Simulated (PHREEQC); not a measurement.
Make-up at 25 °C: 0.17 mol/kgw NaHS. Closed to the air; pH follows from the charge balance.

Computed with PHREEQC (ion-association model, phreeqc.dat).

- pH: 9.61
- ionic strength: 0.170 mol/kgw
- activity of water: 0.994
- specific conductance: 15600 µS/cm
- density: 1.003 g/cm³
- total alkalinity: 170 meq/kg

| species | molality | activity | log γ |
|---|---|---|---|
| Na+ | 0.170 | 0.129 | -0.122 |
| HS- | 0.170 | 0.122 | -0.143 |
| H2S | 0.000250 | 0.000260 | 0.017 |
| S-2 | 0.000192 | 6.06e-5 | -0.502 |
| OH- | 5.74e-5 | 4.14e-5 | -0.143 |

No solid was allowed to form. Complexes and solids missing from the database can't appear.
